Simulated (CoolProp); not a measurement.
Properties of R365MFC along the isobar 8.96 bar (Tc = 460.0 K, pc = 32.66 bar, ω = 0.377).

Computed with CoolProp (reference Helmholtz-energy equation of state, Lemmon 2016).

```
T (K)   phase  cv (kJ/(kg K))  speed of sound (m/s)
-----  ------  --------------  --------------------
261.7  liquid          0.9795                 873.6
274.5  liquid             [?]                 823.3
287.3  liquid           1.017                 773.9
300.1  liquid           1.037                 725.2
312.9  liquid           1.057                 677.1
325.7  liquid           1.078                   [?]
338.5  liquid           1.098                   [?]
351.3  liquid           1.119                 534.1
364.1  liquid           1.141                   [?]
376.9  liquid             [?]                 436.5
```

Question: Fill in the missing entries.

Answer: 
- 274.5, cv (kJ/(kg K)): 0.9980
- 325.7, speed of sound (m/s): 629.4
- 338.5, speed of sound (m/s): 581.8
- 364.1, speed of sound (m/s): 485.8
- 376.9, cv (kJ/(kg K)): 1.163
